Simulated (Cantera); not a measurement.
Thermodynamics of boron, boron nitride and boron oxide, feed borazine + O2 + N2

Charge: 1 mol borazine, a varied amount of O2, 0.18 mol N2, held at 1300 K and 1330 Pa.

Cantera equilibrium calculation (NASA polynomials, part measured and part estimated; ideal gas, pure solids and liquids). Candidate condensed phases: B, BN, B2O3, B3O3H3, H2O; 39 gas species. The feed counts by its element totals alone. Mutual solubility and eutectic melting of coexisting phases are not modelled. Gases not in the tables: H3BO3. Equilibrium is a limit: real reactors are often held back by kinetics, nucleation or transport.

| n(O2) (mol) | log p H2 | log p H2O | log p N2 | log p O2 | log p HBO2 | log p (HBO2)3 | log p NO | n BN(s) | n B2O3(l) |
|---|---|---|---|---|---|---|---|---|---|
| 0.87 | -1.97 | -4.90 | -2.57 | <-13 | -4.96 | -9.43 | <-13 | 1.84 | 0.577 |
| 1 | -1.98 | -4.90 | -2.53 | <-13 | -4.96 | -9.43 | <-13 | 1.67 | 0.663 |
| 1.3 | -2.01 | -4.90 | -2.46 | <-13 | -4.96 | -9.43 | <-13 | 1.27 | 0.863 |
| 1.5 | -2.02 | -4.90 | -2.43 | <-13 | -4.96 | -9.43 | <-13 | 1.00 | 0.996 |
| 1.8 | -2.04 | -4.90 | -2.38 | <-13 | -4.96 | -9.44 | <-13 | 0.604 | 1.20 |
| 2.2 | -2.07 | -4.91 | -2.33 | <-13 | -4.97 | -9.45 | <-13 | 0.0707 | 1.46 |
| 2.7 | -2.23 | -2.61 | -2.32 | <-13 | -3.82 | -5.99 | -11.62 | 0 | 1.47 |
| 3.2 | -2.51 | -2.28 | -2.32 | -13.67 | -3.65 | -5.50 | -11.01 | 0 | 1.46 |
| 3.9 | -7.46 | -2.09 | -2.34 | -3.39 | -3.56 | -5.23 | -5.88 | 0 | 1.45 |
| 4.7 | -7.90 | -2.16 | -2.40 | -2.65 | -3.59 | -5.33 | -5.54 | 0 | 1.44 |
log p: log10 of the partial pressure in bar; n: condensed amount in mol.

From 0.87 mol O2 to 2.2 mol O2 the condensed part is BN(s) + B2O3(l). From 2.7 mol O2 to 4.7 mol O2 the condensed part is B2O3(l).
